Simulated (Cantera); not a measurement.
A Cantera script and its output.

```python
import numpy as np
import cantera as ct

gas = ct.Solution("gri30.yaml")
gas.TPX = 700, 500000, {'C2H6': 1, 'O2': 4.61, 'N2': 17.3, 'H2O': 6.6}
inlet = ct.Reservoir(gas, clone=True)
gas.equilibrate("HP")  # start burning
reactor = ct.IdealGasConstPressureReactor(gas, energy="on", clone=False)
exhaust = ct.Reservoir(gas, clone=True)
tau = [0.035, 0.017, 0.0087, 0.0044, 0.0022, 0.0011, 0.00056, 0.00028, 0.00014, 7.1e-05, 3.6e-05, 1.8e-05][0]
for a, b in ((inlet, reactor), (reactor, exhaust)):
    ct.MassFlowController(a, b, mdot=lambda t: reactor.mass / tau)
net = ct.ReactorNet([reactor])
show = ['C2H6', 'O2', 'H2O', 'H', 'CO2', 'HCO', 'NO2']

rows = []
print(f"{'tau/s':>10s}{'T/K':>9s}" + "".join(f"{s:>11s}" for s in show))
for tau in [0.035, 0.017, 0.0087, 0.0044, 0.0022, 0.0011, 0.00056, 0.00028, 0.00014, 7.1e-05, 3.6e-05, 1.8e-05]:
    net.initial_time = 0.0
    net.advance(30 * tau)
    before = gas.X
    net.advance(40 * tau)
    drift = np.max(np.abs(gas.X - before) / (gas.X + 1e-9))
    rows.append([gas.T, *gas[show].X, drift])
    print(f"{tau:10.3e}{gas.T:9.1f}" + "".join(f"{x:11.3e}" for x in gas[show].X))
```

Output:

```
     tau/s      T/K       C2H6         O2        H2O          H        CO2        HCO        NO2
 3.500e-02   1910.6  6.942e-07  3.690e-02  3.189e-01  8.857e-06  6.631e-02  4.489e-09  4.970e-08
 1.700e-02   1908.3  1.306e-06  3.699e-02  3.187e-01  1.361e-05  6.614e-02  9.022e-09  3.978e-08
 8.700e-03   1904.9  2.289e-06  3.712e-02  3.184e-01  2.199e-05  6.588e-02  1.728e-08  3.597e-08
 4.400e-03   1899.8  3.970e-06  3.733e-02  3.179e-01  3.769e-05  6.548e-02  3.386e-08  3.428e-08
 2.200e-03   1892.0  6.860e-06  3.770e-02  3.173e-01  6.680e-05  6.484e-02  6.865e-08  3.266e-08
 1.100e-03   1880.3  1.182e-05  3.831e-02  3.163e-01  1.186e-04  6.383e-02  1.437e-07  2.996e-08
 5.600e-04   1863.6  2.026e-05  3.926e-02  3.151e-01  2.033e-04  6.229e-02  3.053e-07  2.633e-08
 2.800e-04   1838.1  3.639e-05  4.088e-02  3.134e-01  3.379e-04  5.977e-02  6.819e-07  2.217e-08
 1.400e-04   1797.8  7.121e-05  4.375e-02  3.111e-01  5.143e-04  5.540e-02  1.553e-06  1.755e-08
 7.100e-05   1695.6  2.285e-04  5.228e-02  3.065e-01  5.536e-04  4.315e-02  3.663e-06  9.419e-09
 3.600e-05    700.0  3.389e-02  1.562e-01  2.237e-01  2.277e-24 -2.496e-15 -2.393e-28 -7.796e-20
 1.800e-05    700.0  3.389e-02  1.562e-01  2.237e-01  2.259e-24 -8.048e-17 -7.678e-30 -2.513e-21
```

Detailed kinetics in Cantera: GRI-Mech 3.0 (53 species, 325 reactions).
